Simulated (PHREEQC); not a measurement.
1 kg of water holding 0.07 mol K2SO4 and 0.014 mol KCl is evaporated at 25 °C; the solids stay in contact with the brine. No CO2 enters from the air. The run lets Arcanite, Misenite, Sylvite precipitate or redissolve, and no other solid.

Equilibrium calculation in PHREEQC: Pitzer model, pitzer.dat.

```json
[
 {"water left (kg)": "1", "ionic strength": "0.224", "water activity": "0.997", "Arcanite (mol)": "0", "Cl in solution (mol/kgw)": "0.0140", "K in solution (mol/kgw)": "0.154", "S in solution (mol/kgw)": "0.0700"},
 {"water left (kg)": "0.8219", "ionic strength": "0.273", "water activity": "0.996", "Arcanite (mol)": "0", "Cl in solution (mol/kgw)": "0.0170", "K in solution (mol/kgw)": "0.187", "S in solution (mol/kgw)": "0.0852"},
 {"water left (kg)": "0.5552", "ionic strength": "0.403", "water activity": "0.994", "Arcanite (mol)": "0", "Cl in solution (mol/kgw)": "0.0252", "K in solution (mol/kgw)": "0.277", "S in solution (mol/kgw)": "0.126"},
 {"water left (kg)": "0.4563", "ionic strength": "0.491", "water activity": "0.993", "Arcanite (mol)": "0", "Cl in solution (mol/kgw)": "0.0307", "K in solution (mol/kgw)": "0.337", "S in solution (mol/kgw)": "0.153"},
 {"water left (kg)": "0.375", "ionic strength": "0.597", "water activity": "0.991", "Arcanite (mol)": "0", "Cl in solution (mol/kgw)": "0.0373", "K in solution (mol/kgw)": "0.411", "S in solution (mol/kgw)": "0.187"},
 {"water left (kg)": "0.2533", "ionic strength": "0.884", "water activity": "0.988", "Arcanite (mol)": "0", "Cl in solution (mol/kgw)": "0.0553", "K in solution (mol/kgw)": "0.608", "S in solution (mol/kgw)": "0.276"},
 {"water left (kg)": "0.2082", "ionic strength": "1.08", "water activity": "0.985", "Arcanite (mol)": "0", "Cl in solution (mol/kgw)": "0.0672", "K in solution (mol/kgw)": "0.740", "S in solution (mol/kgw)": "0.336"},
 {"water left (kg)": "0.1711", "ionic strength": "1.31", "water activity": "0.982", "Arcanite (mol)": "0", "Cl in solution (mol/kgw)": "0.0818", "K in solution (mol/kgw)": "0.900", "S in solution (mol/kgw)": "0.409"},
 {"water left (kg)": "0.1156", "ionic strength": "1.89", "water activity": "0.975", "Arcanite (mol)": "0.00183", "Cl in solution (mol/kgw)": "0.121", "K in solution (mol/kgw)": "1.30", "S in solution (mol/kgw)": "0.590"},
 {"water left (kg)": "0.09502", "ionic strength": "1.89", "water activity": "0.975", "Arcanite (mol)": "0.0149", "Cl in solution (mol/kgw)": "0.147", "K in solution (mol/kgw)": "1.31", "S in solution (mol/kgw)": "0.580"},
 {"water left (kg)": "0.06418", "ionic strength": "1.89", "water activity": "0.973", "Arcanite (mol)": "0.0343", "Cl in solution (mol/kgw)": "0.218", "K in solution (mol/kgw)": "1.33", "S in solution (mol/kgw)": "0.556"},
 {"water left (kg)": "0.05275", "ionic strength": "1.89", "water activity": "0.972", "Arcanite (mol)": "0.0415", "Cl in solution (mol/kgw)": "0.265", "K in solution (mol/kgw)": "1.35", "S in solution (mol/kgw)": "0.540"},
 {"water left (kg)": "0.04335", "ionic strength": "1.89", "water activity": "0.971", "Arcanite (mol)": "0.0474", "Cl in solution (mol/kgw)": "0.323", "K in solution (mol/kgw)": "1.37", "S in solution (mol/kgw)": "0.521"},
 {"water left (kg)": "0.0293", "ionic strength": "1.90", "water activity": "0.968", "Arcanite (mol)": "0.0561", "Cl in solution (mol/kgw)": "0.478", "K in solution (mol/kgw)": "1.43", "S in solution (mol/kgw)": "0.474"},
 {"water left (kg)": "0.02407", "ionic strength": "1.92", "water activity": "0.966", "Arcanite (mol)": "0.0593", "Cl in solution (mol/kgw)": "0.582", "K in solution (mol/kgw)": "1.47", "S in solution (mol/kgw)": "0.446"},
 {"water left (kg)": "0.01979", "ionic strength": "1.95", "water activity": "0.963", "Arcanite (mol)": "0.0618", "Cl in solution (mol/kgw)": "0.708", "K in solution (mol/kgw)": "1.54", "S in solution (mol/kgw)": "0.414"},
 {"water left (kg)": "0.01337", "ionic strength": "2.07", "water activity": "0.955", "Arcanite (mol)": "0.0654", "Cl in solution (mol/kgw)": "1.05", "K in solution (mol/kgw)": "1.73", "S in solution (mol/kgw)": "0.342"},
 {"water left (kg)": "0.01099", "ionic strength": "2.18", "water activity": "0.949", "Arcanite (mol)": "0.0667", "Cl in solution (mol/kgw)": "1.27", "K in solution (mol/kgw)": "1.88", "S in solution (mol/kgw)": "0.303"},
 {"water left (kg)": "0.00903", "ionic strength": "2.34", "water activity": "0.942", "Arcanite (mol)": "0.0676", "Cl in solution (mol/kgw)": "1.55", "K in solution (mol/kgw)": "2.08", "S in solution (mol/kgw)": "0.264"},
 {"water left (kg)": "0.006093", "ionic strength": "2.87", "water activity": "0.920", "Arcanite (mol)": "0.0688", "Cl in solution (mol/kgw)": "2.30", "K in solution (mol/kgw)": "2.68", "S in solution (mol/kgw)": "0.191"},
 {"water left (kg)": "0.005012", "ionic strength": "3.27", "water activity": "0.905", "Arcanite (mol)": "0.0692", "Cl in solution (mol/kgw)": "2.79", "K in solution (mol/kgw)": "3.11", "S in solution (mol/kgw)": "0.157"}
]
```

Arcanite from water left = 0.1156 kg.

Species that the database lacks are ignored.
